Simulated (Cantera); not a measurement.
An isothermal, constant-pressure homogeneous reactor starts with CO : O2 : H2O : N2 = 0.017 : 0.079 : 0.004 : 1 (molar parts), equivalence ratio 0.11, at 975 K and 0.120 bar.

Cantera simulation using GRI-Mech 3.0 (53 species, 325 reactions); the numbers are that mechanism's predictions, not measurements.

x: mole fraction; the columns are a selection and need not sum to one.

```tsv
t (s)	x CO	x O2	x H2O	x O	x NO
0.000200	0.0155	0.0718	0.00364	1.58e-11	<1e-12
0.000455	0.0155	0.0718	0.00364	3.60e-11	<1e-12
0.00104	0.0155	0.0718	0.00364	8.19e-11	<1e-12
0.00236	0.0155	0.0718	0.00364	1.90e-10	<1e-12
0.00537	0.0155	0.0718	0.00364	4.71e-10	<1e-12
0.0122	0.0155	0.0718	0.00364	1.46e-9	<1e-12
0.0278	0.0155	0.0718	0.00364	8.51e-9	<1e-12
0.0632	0.0155	0.0718	0.00364	2.98e-7	<1e-12
0.144	0.0129	0.0704	0.00357	0.000451	4.96e-9
0.328	?	0.0662	0.00363	?	?
0.746	0.000764	0.0649	0.00365	2.90e-5	3.23e-8
1.70	0.000148	0.0647	0.00366	5.54e-6	3.26e-8
3.86	2.57e-5	0.0646	0.00366	9.68e-7	3.23e-8
8.79	?	0.0646	0.00366	?	3.21e-8
20.0	6.18e-7	0.0646	0.00366	2.69e-8	3.24e-8
```

Question: What belongs in the gaps?

Answer: 
- 0.328, x CO: 0.00352
- 0.328, x O: 0.000136
- 0.328, x NO: 2.94e-8
- 8.79, x CO: 4.07e-6
- 8.79, x O: 1.59e-7
